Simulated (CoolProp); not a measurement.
A simple Rankine cycle with R124: condensing at 289.15 K, boiler at 1.88 MPa, turbine inlet 469 K, turbine efficiency 0.6, pump efficiency 0.6, no recuperator. Each further row changes one setting.

Computed with CoolProp (reference Helmholtz-energy equation of state, de Vries 1995).

| case | thermal efficiency (%) | net work (kJ/kg) | heat in (kJ/kg) | turbine exit temperature (K) | volume ratio over the turbine |
|---|---|---|---|---|---|
| as stated | 9.0 | 26.4 | 294 | 428.6 | 6.53 |
| condensing temperature 281.15 K | 10.0 | 30.3 | … | 423.8 | … |
| boiler pressure 1.32 MPa | 7.5 | 22.5 | … | … | … |
| turbine efficiency 0.5 | 7.4 | 21.7 | 294 | 433.8 | 6.61 |

Q: Fill in the missing entries.

A: 
- condensing temperature 281.15 K, heat in (kJ/kg): 303
- condensing temperature 281.15 K, volume ratio over the turbine: 8.52
- boiler pressure 1.32 MPa, heat in (kJ/kg): 299
- boiler pressure 1.32 MPa, turbine exit temperature (K): 437.5
- boiler pressure 1.32 MPa, volume ratio over the turbine: 4.53
